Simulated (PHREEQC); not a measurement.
**Sulfide liquor: speciation**

Make-up at 10 °C: 0.17 mmol/kgw H2S, 0.0495 mmol/kgw NaCl and 0.0355 mmol/kgw FeCl2. Closed to the air; pH follows from the charge balance.

The numbers come from PHREEQC with the ion-association model, phreeqc.dat.

This is a speciation only: nothing precipitates in the calculation.

**Question.** Predict the pH.

**Answer.** pH 5.44.

**Question.** In which forms is S present?

**Answer.** H2S 98 %, HS- 1.8 % of the S.

Constants without temperature data keep their 25 °C values here.
